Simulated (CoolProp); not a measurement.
Vapour-liquid equilibrium of R152A (1) + n-butane (2) at 5.84 bar; x and y are mole fractions of (1).

The numbers come from the multi-fluid Helmholtz-energy mixture model, Outcalt 1996 and Bücker 2006; pair parameters Bell 2016 in CoolProp.

```
x      bubble temperature (°C)  y at the bubble point  dew temperature at overall composition x (°C)  liquid density (mol/L)
-----  -----------------------  ---------------------  ---------------------------------------------  ----------------------
0.05                      47.2                  0.223                                           54.4                   9.466
0.125                     38.2                  0.414                                           51.4                   9.796
0.2                       33.0                  0.518                                           48.2                   10.07
0.275                     29.8                  0.580                                           44.8                   10.32
0.35                      27.7                  0.623                                           41.4                   10.56
0.425                     26.2                  0.656                                           37.7                   10.81
0.5                       25.2                  0.684                                           33.9                   11.09
0.575                     24.3                  0.710                                           30.0                   11.38
0.65                      23.7                  0.739                                           26.5                   11.71
0.725                     23.2                  0.771                                           24.0                   12.06
0.8                       23.0                  0.811                                           23.0                   12.45
0.875                     23.0                  0.863                                           23.1                   12.88
0.95                      23.5                  0.935                                           23.7                   13.33
```

y crosses x between x = 0.8 and 0.875: the model has an azeotrope there.

Pair parameters are fitted to limited data, so mixtures are less certain than the pure fluids.
